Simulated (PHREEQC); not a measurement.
Buffer: speciation

Dissolve 0.24 mol/kgw HF, 6e-05 mol/kgw Na2B4O7 and 0.011 mol/kgw NaCl at 75 °C. Closed to the air; pH follows from the charge balance.

Model: ion-association model, phreeqc.dat, run in PHREEQC.

This is a speciation only: nothing precipitates in the calculation.

### Question
Estimate the pH, ionic strength.

### Answer
pH 1.97; ionic strength 0.0233 mol/kgw.

### Question
In which forms is F present?

### Answer
HF 92 %, HF2- 4.9 %, F- 2.6 % of the F.

Species that the database lacks are ignored. Away from 25 °C the constants follow the database's enthalpies or fits; those with neither stay at their 25 °C values. Real BF4- forms and hydrolyses slowly; the run takes it at equilibrium.
